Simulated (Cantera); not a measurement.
# Si + Cl₂ + H₂ (chlorosilane synthesis and conversion)

Feed: 1 mol Si, 2.4 mol Cl₂, 9.8 mol H₂, equilibrated at 0.100 bar.

Equilibrium computed with Cantera from the NASA thermochemical tables; the gas is ideal and each condensed phase is pure. Candidate condensed phases: Si; 19 gas species. The tables' values for SiCl₃ are old estimates; treat these amounts as uncertain. Equilibrium is a limit: real reactors are often held back by kinetics, nucleation or transport.

```
T (K)   x H₂   x HCl  x SiCl₄   x SiCl₂  x SiHCl₃   x SiCl₃
-----  -----  ------  -------  --------  --------  --------
648    0.839  0.0715   0.0892    <1e-12   8.17e-5   4.41e-9
698    0.839  0.0716   0.0891  8.20e-12  0.000206   4.65e-8
748    0.839  0.0719   0.0888  2.67e-10  0.000455   3.54e-7
798    0.838  0.0723   0.0884   5.50e-9  0.000902   2.07e-6
848    0.838  0.0731   0.0876   7.79e-8   0.00163   9.72e-6
898    0.837  0.0742   0.0865   8.00e-7   0.00271   3.78e-5
948    0.835  0.0758   0.0849   6.24e-6   0.00421  0.000125
998    0.833  0.0781   0.0827   3.83e-5   0.00612  0.000359
1048   0.830  0.0812   0.0797  0.000189   0.00833  0.000906
1098   0.825  0.0858   0.0756  0.000756    0.0106   0.00202
1148   0.818  0.0928   0.0699   0.00244    0.0124   0.00393
1198   0.808   0.104   0.0621   0.00626    0.0130   0.00663
1248   0.793   0.119   0.0524    0.0129    0.0123   0.00969
1298   0.776   0.137   0.0413    0.0222    0.0105    0.0124
```
x: gas mole fraction; nothing condenses.

From 648 K to 1298 K nothing is condensed. The main Si-bearing gas is SiCl₄ throughout.
